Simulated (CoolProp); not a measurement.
Values from CoolProp's reference Helmholtz-energy equation of state, Gao 2016.

Q: Give the vapour pressure (kPa), liquid density (kg/m³), enthalpy of vaporisation (kJ/kg), liquid cp (kJ/(kg K)) of saturated sulfur dioxide at 28.85, 35.05 °C.

A: 
| T (°C) | p (kPa) | liquid density (kg/m³) | enthalpy of vaporisation (kJ/kg) | liquid cp (kJ/(kg K)) |
|---|---|---|---|---|
| 28.85 | 445 | 1360 | 352 | 1.40 |
| 35.05 | 542 | 1340 | 346 | 1.41 |
